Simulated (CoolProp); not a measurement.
Methane along the isobar 155 bar: Z from the reference equation and from simpler models built on Tc = -82.6 °C, pc = 45.99 bar, ω = 0.011; each cubic takes its own stable root.

Values from CoolProp's reference Helmholtz-energy equation of state, Setzmann 1991.

| T (°C) | phase | reference | van der Waals | Soave-Redlich-Kwong | Peng-Robinson |
|---|---|---|---|---|---|
| -135.45 | liquid | 0.5414 | 0.7568 | 0.5431 | 0.4831 |
| -128.75 | liquid | 0.5286 | 0.7351 | 0.5317 | 0.4731 |
| -122.15 | liquid | 0.5180 | 0.7164 | 0.5229 | 0.4655 |
| -115.45 | liquid | 0.5093 | 0.7000 | 0.5162 | 0.4598 |
| -108.85 | liquid | 0.5026 | 0.6861 | 0.5118 | 0.4563 |
| -102.15 | liquid | 0.4977 | 0.6742 | 0.5096 | 0.4549 |
| -95.55 | liquid | 0.4948 | 0.6644 | 0.5097 | 0.4557 |
| -88.85 | liquid | 0.4940 | 0.6565 | 0.5122 | 0.4589 |
| -82.25 | supercritical | 0.4954 | 0.6505 | 0.5173 | 0.4646 |
| -75.55 | supercritical | 0.4993 | 0.6464 | 0.5252 | 0.4733 |
| -68.95 | supercritical | 0.5061 | 0.6441 | 0.5360 | 0.4848 |
| -62.25 | supercritical | 0.5162 | 0.6437 | 0.5502 | 0.4997 |
| -55.55 | supercritical | 0.5299 | 0.6452 | 0.5678 | 0.5180 |
| -48.95 | supercritical | 0.5473 | 0.6487 | 0.5882 | 0.5391 |
| -42.25 | supercritical | 0.5689 | 0.6541 | 0.6118 | 0.5632 |
